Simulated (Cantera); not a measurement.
Charge: 1 mol S, 0.086 mol H₂O, 0.59 mol O₂, equilibrated at 2225 °C and 10.0 mbar.

Equilibrium computed with Cantera from the NASA thermochemical tables; the gas is ideal and each condensed phase is pure. Candidate condensed phases: H₂O, H₂SO₄, S; 19 gas species. The numbers say what is thermodynamically allowed, not how fast it happens.

Base state: SO₂ 0.380, SO 0.368, S 0.0896, S₂ 0.0426, H 0.0407, H₂ 0.0267, H₂O 0.0258, O 0.00817 (mole fractions); condensed: gas only.

Task: What changes in the equilibrium state with this change: O₂ from 0.59 to 0.053 mol?

Result: 
```
species    before     after
-------  --------  --------
S₂         0.0426     0.379
S          0.0896     0.268
SO          0.368     0.172
SO₂         0.380    0.0279
SH        0.00583    0.0251
H₂O        0.0258   0.00845
H₂         0.0267    0.0558
H          0.0407    0.0589
O₂        0.00324   7.96e-5
O         0.00817   0.00128
H₂S      0.000110  0.000686
OH        0.00814   0.00184
```
